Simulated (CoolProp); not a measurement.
A closed Brayton cycle with carbon dioxide: compressor inlet 323.15 K and 8.7 MPa, high pressure 30.1 MPa, turbine inlet 970 K, compressor efficiency 0.8, turbine efficiency 0.85, recuperator effectiveness 0.9 (on enthalpy, no pinch check). Each further row changes one setting.

Model: reference Helmholtz-energy equation of state, Span 1996, in CoolProp.

| case | thermal efficiency (%) | net work (kJ/kg) | compressor to turbine work | compressor exit (K) | turbine exit (K) |
|---|---|---|---|---|---|
| as stated | 35.8 | 113 | 0.37 | 423.6 | 815.8 |
| turbine inlet 920 K | 34.3 | 103 | 0.39 | 423.6 | 770.9 |
| compressor inlet 333.15 K | 34.2 | 104 | 0.43 | 444.7 | 815.8 |
| high pressure 25.6 MPa | 35.0 | 103 | 0.35 | 409.9 | 835.1 |
| recuperator effectiveness 0.5 | 22.7 | 113 | 0.37 | 423.6 | 815.8 |
